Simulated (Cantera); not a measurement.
Premixed flame

A freely propagating, adiabatic, planar premixed flame of 2.19 % CH4, 3.29 % C2H6, 19.8 % O2, 74.7 % N2, equivalence ratio 0.80, unburnt at 350 K and 1.80 bar; mixture-averaged transport, grid criteria slope 0.08 and curve 0.16, no radiation.

Detailed kinetics in Cantera: GRI-Mech 3.0 (53 species, 325 reactions). Burning velocities carry a grid error of a few per cent, more on coarse grids.

```tsv
z (mm)	T (K)	u (m/s)	x CH4	x C2H6	x O2	x C2H2	x OH	x CH2
-0.843	350	0.338	0.0219	0.0328	0.198	<1e-8	<1e-8	<1e-8
-0.562	352	0.341	0.0218	0.0328	0.198	8.23e-8	<1e-8	<1e-8
-0.421	362	0.351	0.0217	0.0327	0.197	6.17e-7	<1e-8	<1e-8
-0.281	432	0.420	0.0206	0.0319	0.191	6.49e-6	<1e-8	<1e-8
-0.140	822	0.813	0.0151	0.0230	0.157	6.35e-5	3.55e-6	<1e-8
-0.0702	1213	1.21	0.00954	0.0104	0.120	0.000149	9.43e-5	8.44e-7
0	1596	1.61	0.00286	0.000650	0.0784	0.000214	0.00144	1.84e-5
0.0702	1757	1.76	0.000192	9.56e-7	0.0567	2.08e-5	0.00440	3.77e-6
0.140	1823	1.82	6.75e-6	<1e-8	0.0496	4.06e-7	0.00557	1.54e-7
0.281	1902	1.89	<1e-8	<1e-8	0.0446	<1e-8	0.00579	<1e-8
0.562	1978	1.96	<1e-8	<1e-8	0.0415	<1e-8	0.00499	<1e-8
1.12	2032	2.00	<1e-8	<1e-8	0.0397	<1e-8	0.00368	<1e-8
2.25	2060	2.03	<1e-8	<1e-8	0.0388	<1e-8	0.00255	<1e-8
```
x: mole fraction of selected species; z is measured from the peak of heat release.

* **laminar burning velocity**: 33.8 cm/s
* **thermal thickness**: 0.281 mm
* **peak x(C2H2)**: 0.000227
* **peak x(OH)**: 0.00584
* **peak x(CH2)**: 1.89e-5
* **grid points**: 143
